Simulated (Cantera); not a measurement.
A closed system holds: 1 mol HBr, 5.5 mol H2, 0.43 mol O2, held at 952 °C and 0.285 Torr.

These are equilibrium values from Cantera (NASA tables, ideal gas, pure condensed phases), not measurements of a reactor. Candidate condensed phases: Br2, H2O; 12 gas species. Kinetics and transport are ignored.

Base state: H2 0.714, HBr 0.153, H2O 0.132, Br 0.00104, H 1.35e-5 (mole fractions); condensed: gas only.

**Question.** What changes in the equilibrium state with this change: pressure from 0.285 Torr to 23.3 Torr?

**Answer.** 
```json
[
 {"species": "H2", "before": "0.714", "after": "0.714"},
 {"species": "HBr", "before": "0.153", "after": "0.154"},
 {"species": "H2O", "before": "0.132", "after": "0.132"},
 {"species": "Br", "before": "0.00104", "after": "0.000115"},
 {"species": "H", "before": "1.35e-5", "after": "1.50e-6"}
]
```
